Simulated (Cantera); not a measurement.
Input (Python, Cantera) and output of one run.

```python
import numpy as np
import cantera as ct

gas_names = """
    H HO2 H2 H2O H2O2 O OH O2 O3 Pb PbO Pb2
""".split()
cond_names = """
    H2O(s) H2O(L) Pb(cr) Pb(L) PbO(rd) PbO(yw) PbO(L) PbO2(s) Pb3O4(s)
""".split()


# ... load() reads the species with a 1 bar reference pressure and builds the phases ...
atoms = {
    'PbO': {'Pb': 1, 'O': 1},
    'O2': {'O': 2},
    'H2': {'H': 2},
}
top_T = {'Pb3O4(s)': 820}  # K; cautious upper limits of use, not melting points


# ... equilibrate(T, P, feed) seeds the gas with the atoms and calls Mixture.equilibrate('TP', solver="vcs", rtol=1e-11, max_steps=5000) ...
results = []
T = 523.15  # K
P = 190000  # Pa
for m in [0.1, 0.31, 0.92, 2.8, 8.2, 24, 73]:
    feed = {'PbO': 1, 'O2': 0.01, 'H2': m}  # mol
    mix = equilibrate(T, P, feed)
    results.append((T, P, feed, dict(zip(mix.species_names, mix.species_moles))))

top = {s: max(r[3][s] / sum(r[3][g] for g in gas_names) for r in results) for s in gas_names}
cols = sorted((s for s in top if top[s] > 0.0001), key=lambda s: -top[s])[:5]
seen = [c for c in cond_names if any(r[3].get(c, 0) > 1e-12 for r in results)]
print("log10 of partial pressures in bar; condensed amounts in mol")
print(f"{'n(H2)':>10s}" + "".join(f"{s[:9]:>10s}" for s in cols + seen))
for T, P, feed, n in results:
    ng = sum(n[g] for g in gas_names)
    print(f"{feed['H2']:10.4g}" + "".join(f"{np.log10(max(n[s] / ng * P / 1e5, 1e-99)):10.3f}" for s in cols)
          + "".join(f"{n.get(c, 0):10.4g}" for c in seen))
```

Result:

```
log10 of partial pressures in bar; condensed amounts in mol
     n(H2)       H2O        H2    Pb(cr)   PbO(rd)
       0.1     0.279    -4.803      0.08      0.92
      0.31     0.279    -4.803      0.29      0.71
      0.92     0.279    -4.803       0.9       0.1
       2.8    -0.160     0.082         1         0
       8.2    -0.626     0.221         1         0
        24    -1.093     0.260         1         0
        73    -1.576     0.273         1         0
```

Equilibrium computed with Cantera from the NASA thermochemical tables; the gas is ideal and each condensed phase is pure.
